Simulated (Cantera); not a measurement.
Input: 1 mol CH3SiCl3, 0.0093 mol C3H8, 3.2 mol H2, equilibrated at 1850 K and 0.170 bar.

Cantera equilibrium calculation (NASA polynomials, part measured and part estimated; ideal gas, pure solids and liquids). Candidate condensed phases: C, C6H6, C7H8, C8H18, Si, SiC; 109 gas species. The feed counts by its element totals alone. The tables' values for SiCl3, SiCl are old estimates; treat these amounts as uncertain. Kinetics and transport are ignored.

Base state: H2 0.551, HCl 0.417, SiCl2 0.0274, SiCl3 0.00258, H 0.000970, Cl 0.000557, SiCl4 0.000358, C2H2 (acetylene) 0.000144 (mole fractions); condensed: C(graphite) + SiC(s).

What changes in the equilibrium state with this change: H2 from 3.2 to 8.2 mol?


| species | before | after |
|---|---|---|
| H2 | 0.551 | 0.740 |
| HCl | 0.417 | 0.251 |
| SiCl2 | 0.0274 | 0.00737 |
| SiCl4 | 0.000358 | 2.60e-5 |
| SiCl3 | 0.00258 | 0.000361 |
| SiHCl3 | 0.000134 | 2.17e-5 |
| SiCl | 1.71e-5 | 8.89e-6 |
| Cl | 0.000557 | 0.000289 |
| C(graphite), mol | 0.216 | 0.110 |
| SiC(s), mol | 0.810 | 0.912 |
The tables' values for SiCl3 are old estimates; treat these amounts as uncertain.

What changes in the equilibrium state with this change: pressure from 0.170 bar to 0.00940 bar?


| species | before | after |
|---|---|---|
| H2 | 0.551 | 0.545 |
| HCl | 0.417 | 0.419 |
| SiCl2 | 0.0274 | 0.0280 |
| H | 0.000970 | 0.00410 |
| CH4 | 3.38e-5 | 1.83e-6 |
| Si | 1.14e-6 | 2.06e-5 |
| C(graphite), mol | 0.216 | 0.206 |
| SiC(s), mol | 0.810 | 0.820 |
